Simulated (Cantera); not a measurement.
Mixture: CH4 : O2 : N2 = 1 : 3.92 : 14.7 (molar parts), equivalence ratio 0.51, at 550000 Pa, adiabatic and at constant pressure. Ignition delay is the time to a rise of 400 K.

Computed with Cantera and GRI-Mech 3.0 (53 species, 325 reactions).

| quantity | before | after |
|---|---|---|
| delay at 1050 K | 55.2 ms | 62.6 ms |
| delay at 1150 K | 12.7 ms | 14.8 ms |
| delay at 1250 K | 3.50 ms | 4.09 ms |
| delay at 1350 K | 1.10 ms | 1.28 ms |
| delay at 1450 K | 0.389 ms | 0.443 ms |
| apparent activation energy between 1400 and 1500 K | 170 kJ/mol | 180 kJ/mol |

Problem. What was changed between the two runs?
(A) pressure from 550000 Pa to 101000 Pa
(B) constant volume in place of constant pressure
(C) CH4 1 to 1.4 parts
(D) pressure from 550000 Pa to 73000 Pa

Solution. C, CH4 1 to 1.4 parts
